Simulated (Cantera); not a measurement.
A freely propagating, adiabatic, planar premixed flame of H2 : O2 : N2 = 1 : 0.25 : 0.94 (molar parts), equivalence ratio 2.0, unburnt at 573 K and 1.00 bar; mixture-averaged transport, grid criteria slope 0.08 and curve 0.16, no radiation.

Cantera simulation using the H2/O2 subset of GRI-Mech 3.0, which has no nitrogen chemistry; the numbers are that mechanism's predictions, not measurements. Burning velocities carry a grid error of a few per cent, more on coarse grids.

Problem. How do the results move with these cheaper or finer settings: unity-Lewis-number transport; multicomponent transport; multicomponent+Soret transport; grid criteria slope 0.5, curve 1; grid criteria slope 0.25, curve 0.5; grid criteria slope 0.03, curve 0.06?

Solution. 
```
setting                               laminar burning velocity  thermal thickness  peak x(OH)  peak x(H2O2)  grid points
------------------------------------  ------------------------  -----------------  ----------  ------------  -----------
as above                                              835 cm/s           0.447 mm     0.00520       1.10e-5          133
unity-Lewis-number transport                          508 cm/s           0.389 mm     0.00523       5.65e-6          118
multicomponent transport                              815 cm/s           0.449 mm     0.00520       1.09e-5          133
multicomponent+Soret transport                        788 cm/s           0.440 mm     0.00519       1.14e-5          133
grid criteria slope 0.5, curve 1                      951 cm/s           0.610 mm     0.00602       8.63e-6           41
grid criteria slope 0.25, curve 0.5                   864 cm/s           0.500 mm     0.00529       1.01e-5           69
grid criteria slope 0.03, curve 0.06                  825 cm/s           0.432 mm     0.00513       1.14e-5          298
```
Unity Lewis numbers drop preferential diffusion, which matters most where H2 and H carry the flame; Soret adds thermal diffusion.
